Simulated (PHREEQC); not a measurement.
A PHREEQC input (ion-association model, phreeqc.dat):

```
SOLUTION 1
  temp 40
  units mg/L
  pH 8.79
  pe 0.3
  Na 1420
  K 0.284
  Ca 779
  Mg 72.1
  Cl 3120
  S(6) 1180 as SO4
  Alkalinity 12.4
  Br 5.6
END
USE solution 1
EQUILIBRIUM_PHASES 1
  Quartz 0 0.5
  CO2(g) -3.4 10
END
```

The run finishes without an error or a warning.

Its last state differs from that of the intended input:

```tsv
quantity	as run	intended
pH	7.53	7.45
HCO3- (mol/kgw)	0.000208	0.000172
CaHCO3+ (mol/kgw)	1.83e-5	1.51e-5
NaHCO3 (mol/kgw)	3.78e-6	3.13e-6
CaCO3 (mol/kgw)	4.49e-6	3.07e-6
```

One thing in the input isn't as intended. What explains the difference?

Several could match; the one computed here: The fault: 'as HCO3' left off the alkalinity, which is then read as CaCO3.
